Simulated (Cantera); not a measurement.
Charge: 1 mol Si, 1.3 mol HCl, 2.8 mol H2, held at 1 atm.

Method: chemical equilibrium by Gibbs-energy minimisation in Cantera with the NASA 1993 tables (ideal gas, pure condensed phases). Candidate condensed phases: Si; 19 gas species. Kinetics and transport are ignored.

Over these rows the condensed part is Si(s). Partial pressures as log10 of bar:

```json
[
 {"T (K)": "700", "1000/T (1/K)": "1.4286", "log p SiCl2": "-7.29", "log p H2": "-0.04", "log p SiCl4": "-1.25", "log p SiHCl3": "-1.39"},
 {"T (K)": "750", "1000/T (1/K)": "1.3333", "log p SiCl2": "-6.49", "log p H2": "-0.04", "log p SiCl4": "-1.25", "log p SiHCl3": "-1.39"},
 {"T (K)": "800", "1000/T (1/K)": "1.2500", "log p SiCl2": "-5.80", "log p H2": "-0.04", "log p SiCl4": "-1.24", "log p SiHCl3": "-1.40"},
 {"T (K)": "850", "1000/T (1/K)": "1.1765", "log p SiCl2": "-5.18", "log p H2": "-0.04", "log p SiCl4": "-1.24", "log p SiHCl3": "-1.41"},
 {"T (K)": "900", "1000/T (1/K)": "1.1111", "log p SiCl2": "?", "log p H2": "-0.04", "log p SiCl4": "-1.24", "log p SiHCl3": "-1.42"},
 {"T (K)": "950", "1000/T (1/K)": "1.0526", "log p SiCl2": "-4.16", "log p H2": "-0.04", "log p SiCl4": "-1.24", "log p SiHCl3": "-1.43"}
]
```

### Question
Fit log p(SiCl2) = a + b·(1000/T) to the five rows, give the apparent enthalpy, and predict the row at 900 K.

### Answer
Means: 1000/T = 1.2482, log p = -5.784. Sxy = -0.692753, Sxx = 0.0831897, so b = -8.33 and a = -5.784 − (-8.33)×1.2482 = 4.61.
Apparent enthalpy: −19.145 × (-8.33) = 159 kJ/mol. With the condensed phases at unit activity, 1/2 Si(s) + 1/2 SiCl4(g) = SiCl2(g) links this pressure to the main gases: over the six rows their terms move log p by +0.01 in all, so the slope is close to that reaction's ΔH°. The five rows lie within 0.01 of the line.
Prediction at 900 K: 4.61 + (-8.33)×1.1111 = -4.65. The computed value is -4.64, 0.01 from the line.
